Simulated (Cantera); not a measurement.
Charge: 1 mol FeS2, 0.56 mol H2, 3.8 mol N2, at 0.830 bar.

These are equilibrium values from Cantera (NASA tables, ideal gas, pure condensed phases), not measurements of a reactor. Candidate condensed phases: Fe, FeS, FeS2, S; 16 gas species. FeS: taken at fixed stoichiometry. Gases not in the tables: S3 to S7. Equilibrium is a limit: real reactors are often held back by kinetics, nucleation or transport.

Q: Which condensed phases are stable at each of these points (T (K)): 973, 1073, 1173, 1273, 1373, 1473, 1573, 1673, 1773?

A: 
| T (K) | condensed phases | Fe condensed (%) |
|---|---|---|
| 973 | FeS(s) | 100.0 |
| 1073 | FeS(s) | 100.0 |
| 1173 | FeS(s) | 100.0 |
| 1273 | FeS(s) | 100.0 |
| 1373 | FeS(s) | 100.0 |
| 1473 | FeS(l) | 100.0 |
| 1573 | FeS(l) | 100.0 |
| 1673 | FeS(l) | 100.0 |
| 1773 | FeS(l) | 100.0 |

From 973 K to 1373 K the condensed part is FeS(s). From 1473 K to 1773 K the condensed part is FeS(l).
